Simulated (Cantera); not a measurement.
Reactions in the system H-I

Cantera with NASA thermochemical tables; ideal gases at 1 bar, condensed phases pure. Values are per mole of reaction as written; species without (g) are pure solids or liquids, kept so even where they would boil at 1 bar.

I2(g) + 2 H(g) → 2 HI(g)

```json
[
 {"T (K)": "400", "ΔH° (kJ)": "-447.8", "ΔS° (J/K)": "-82.9", "ΔG° (kJ)": "-414.6", "log10 K": "54.14"},
 {"T (K)": "425", "ΔH° (kJ)": "-448.3", "ΔS° (J/K)": "-84.1", "ΔG° (kJ)": "-412.5", "log10 K": "50.70"},
 {"T (K)": "450", "ΔH° (kJ)": "-448.8", "ΔS° (J/K)": "-85.3", "ΔG° (kJ)": "-410.4", "log10 K": "47.64"},
 {"T (K)": "475", "ΔH° (kJ)": "-449.3", "ΔS° (J/K)": "-86.3", "ΔG° (kJ)": "-408.3", "log10 K": "44.89"},
 {"T (K)": "500", "ΔH° (kJ)": "-449.8", "ΔS° (J/K)": "-87.3", "ΔG° (kJ)": "-406.1", "log10 K": "42.42"},
 {"T (K)": "525", "ΔH° (kJ)": "-450.2", "ΔS° (J/K)": "-88.3", "ΔG° (kJ)": "-403.9", "log10 K": "40.18"}
]
```

2 HI(g) → I2 + 2 H(g)

```json
[
 {"T (K)": "400", "ΔH° (kJ)": "403.4", "ΔS° (J/K)": "-14.5", "ΔG° (kJ)": "409.2", "log10 K": "-53.43"},
 {"T (K)": "425", "ΔH° (kJ)": "404.9", "ΔS° (J/K)": "-10.7", "ΔG° (kJ)": "409.5", "log10 K": "-50.32"},
 {"T (K)": "450", "ΔH° (kJ)": "406.5", "ΔS° (J/K)": "-7.1", "ΔG° (kJ)": "409.7", "log10 K": "-47.55"},
 {"T (K)": "475", "ΔH° (kJ)": "408.0", "ΔS° (J/K)": "-3.8", "ΔG° (kJ)": "409.8", "log10 K": "-45.07"},
 {"T (K)": "500", "ΔH° (kJ)": "409.6", "ΔS° (J/K)": "-0.6", "ΔG° (kJ)": "409.9", "log10 K": "-42.82"},
 {"T (K)": "525", "ΔH° (kJ)": "411.1", "ΔS° (J/K)": "2.4", "ΔG° (kJ)": "409.9", "log10 K": "-40.78"}
]
```
